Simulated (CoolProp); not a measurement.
Sulfur dioxide at 351.02 K and 0.596 MPa is throttled through a valve to 0.321 MPa with no heat exchange. Each further row changes one setting.

The numbers come from the reference Helmholtz-energy equation of state, Gao 2016 in CoolProp.

| case | temperature change (K) | final density (kg/m³) |
|---|---|---|
| as stated | [?] | [?] |
| outlet pressure 0.0963 MPa | [?] | [?] |
| outlet pressure 0.417 MPa | [?] | [?] |

Q: Fill in the missing entries.

A: 
- as stated, temperature change (K): -6.3
- as stated, final density (kg/m³): 7.41
- outlet pressure 0.0963 MPa, temperature change (K): -11.8
- outlet pressure 0.0963 MPa, final density (kg/m³): 2.21
- outlet pressure 0.417 MPa, temperature change (K): -4.1
- outlet pressure 0.417 MPa, final density (kg/m³): 9.65
